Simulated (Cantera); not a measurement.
Charge: 1 mol Al2O3, 4.8 mol BCl3, 18 mol O2, equilibrated at 1325 K and 5.40 Pa.

Cantera equilibrium calculation (NASA polynomials, part measured and part estimated; ideal gas, pure solids and liquids). Mutual solubility and eutectic melting of coexisting phases are not modelled. The tables' values for BOCl are old estimates; treat these amounts as uncertain. Condensed phases not in the tables: borates and borosilicate glass, alloys, solid solutions and most ternary compounds. Equilibrium is a limit: real reactors are often held back by kinetics, nucleation or transport.

| species | before | after |
|---|---|---|
| O2 | 0.518 | 0.658 |
| Cl2 | 0.0421 | 0.316 |
| Cl | 0.431 | 0.0262 |
| AlCl3 | 5.12e-6 | 1.31e-5 |
| BOCl | 0.00170 | 1.45e-5 |
| B2O3 | 0.00679 | 3.33e-6 |
| BO2 | 0.000455 | 1.59e-6 |
| O | 2.70e-5 | 6.74e-7 |
| ClO | 7.20e-5 | 0.000222 |
| Al2O3(s), mol | 1.000 | 1.000 |
| B2O3(l), mol | 2.18 | 2.40 |
Gas species are given as mole fractions.

### Question
What was changed between the two runs?
A) pressure from 5.40 Pa to 0.110 bar
B) temperature from 1325 K to 800 K
C) temperature from 1325 K to 1648 K
D) temperature from 1325 K to 1575 K

### Answer
A, pressure from 5.40 Pa to 0.110 bar
